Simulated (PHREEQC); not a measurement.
Solution A (0.0095 mol/kgw NH4HS) is mixed with solution B (0.0051 mol/kgw HF and 0.056 mol/kgw NH4HF2) at 25 °C; shares are by mass of water, 1 kg in all. The system is closed to oxygen. CO2 from the air is kept out. Precipitation was switched off in this run.

All values are PHREEQC results (ion-association model, wateq4f.dat), not measurements.

```tsv
share of solution B	pH	HS- (mol/kgw)	H2S (mol/kgw)	F- (mol/kgw)	HF (mol/kgw)
0	8.09	0.00893	0.000571	0	0
0.05	7.16	0.00588	0.00314	0.00585	5.36e-7
0.15	4.34	2.29e-5	0.00805	0.0164	0.000994
0.2	3.78	6.00e-6	0.00759	0.0187	0.00406
0.25	3.58	3.62e-6	…	0.0209	0.00703
0.35	3.40	2.09e-6	0.00617	0.0250	0.0127
0.4	3.35	1.72e-6	0.00570	0.0270	0.0154
0.45	3.31	1.44e-6	0.00522	0.0290	0.0180
0.55	3.25	1.05e-6	0.00427	0.0328	0.0230
0.6	3.23	8.90e-7	…	0.0347	…
0.65	3.21	7.51e-7	0.00332	0.0365	0.0277
0.75	3.18	5.08e-7	0.00237	0.0401	0.0322
0.8	3.17	3.97e-7	0.00190	0.0419	0.0344
0.85	3.16	2.92e-7	0.00142	0.0437	0.0365
0.95	3.14	9.45e-8	0.000475	0.0471	0.0406
1	3.13	0	0	0.0488	0.0426
```

Q: What belongs in the gaps?

A: 
- 0.25, H2S (mol/kgw): 0.00712
- 0.6, H2S (mol/kgw): 0.00380
- 0.6, HF (mol/kgw): 0.0254

Complexes and solids missing from the database can't appear. The polysulfide entries of wateq4f.dat were taken out for this run. wateq4f.dat counts part of the HF as a dimer, H2F2, which phreeqc.dat doesn't know; its constant is uncertain.
